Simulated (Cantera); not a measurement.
A closed system holds: 1 mol BCl3, 15 mol NH3, 2.6 mol H2, 2.9 mol H2O, held at 0.110 bar.

Equilibrium computed with Cantera from the NASA thermochemical tables; the gas is ideal and each condensed phase is pure. Candidate condensed phases: B, BN, B2O3, B3O3H3, H2O, NH4Cl; 49 gas species. Gases not in the tables: H3BO3. Kinetics and transport are ignored. All values below are at 950 °C.

Base state: H2 0.678, N2 0.203, HCl 0.0811, H2O 0.0375, HBO2 0.000669, (HBO2)3 2.58e-5 (mole fractions); condensed: B2O3(l).

**Question.** What changes in the equilibrium state with this change: NH3 from 15 to 0.18 mol?

**Answer.** 
```tsv
species	before	after
HCl	0.0811	0.407
H2	0.678	0.390
H2O	0.0375	0.189
N2	0.203	0.0122
HBO2	0.000669	0.00150
(HBO2)3	2.58e-5	0.000292
B2O3(l), mol	0.486	0.491
```
